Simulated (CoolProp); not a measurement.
Vapour pressure (MPa) of n-pentane: the reference equation beside estimates from Tc = 469.7 K, pc = 3.368 MPa, ω = 0.251. Clausius-Clapeyron is anchored at 246.1 K with a constant enthalpy of vaporisation of 29.13 kJ/mol.

Values from CoolProp's reference Helmholtz-energy equation of state, Thol 2019.

```csv
T (K),reference,Lee-Kesler,Clausius-Clapeyron,van der Waals,Redlich-Kwong,Soave-Redlich-Kwong,Peng-Robinson
233.4,0.002766,0.002597,0.002799,0.08972,0.006976,0.002668,0.002885
246.1,0.006074,0.005759,0.006074,0.1276,0.01422,0.005888,0.006247
258.8,0.01219,0.01168,0.01222,0.1756,0.02655,0.01188,0.01241
271.5,0.02267,0.02194,0.02301,0.2351,0.04609,0.02220,0.02290
284.2,0.03954,0.03862,0.04096,0.3070,0.07528,0.03891,0.03970
296.9,0.06524,0.06427,0.06941,0.3927,0.1168,0.06452,0.06527
309.6,0.1027,0.1019,0.1126,0.4931,0.1735,0.1020,0.1025
322.3,0.1551,0.1548,0.1759,0.6093,0.2483,0.1548,0.1546
```

Absolute difference from the reference over all 8 rows, mean and median: Lee-Kesler 2.9 and 2.8 %, Clausius-Clapeyron 4.5 and 2.5 %, van der Waals 1159.2 and 806.7 %, Redlich-Kwong 100.7 and 96.8 %, Soave-Redlich-Kwong 1.8 and 1.8 %, Peng-Robinson 1.4 and 0.7 %.
